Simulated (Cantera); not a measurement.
A closed system holds: 1 mol SiHCl₃, 12 mol H₂, equilibrated at 1375 K and 593 Torr.

Equilibrium computed with Cantera from the NASA thermochemical tables; the gas is ideal and each condensed phase is pure. Candidate condensed phases: Si; 19 gas species. The tables' values for SiCl₃ are old estimates; treat these amounts as uncertain. Equilibrium is a limit: real reactors are often held back by kinetics, nucleation or transport.

Base state: H₂ 0.876, HCl 0.0730, SiCl₂ 0.0175, SiCl₄ 0.0140, SiHCl₃ 0.0107, SiCl₃ 0.00731, SiH₂Cl₂ 0.00121, SiH₃Cl 3.94e-5 (mole fractions); condensed: Si(s).

Question: What changes in the equilibrium state with this change: SiHCl₃ replaced by Si₂Cl₆?

Answer: 
| species | before | after |
|---|---|---|
| H₂ | 0.876 | 0.799 |
| HCl | 0.0730 | 0.0907 |
| SiCl₄ | 0.0140 | 0.0399 |
| SiCl₃ | 0.00731 | 0.0160 |
| SiHCl₃ | 0.0107 | 0.0225 |
| SiCl₂ | 0.0175 | 0.0296 |
| SiH₂Cl₂ | 0.00121 | 0.00187 |
| SiH₃Cl | 3.94e-5 | 4.46e-5 |
| Si(s), mol | 0.309 | 0.462 |
The feed counts by its element totals alone.
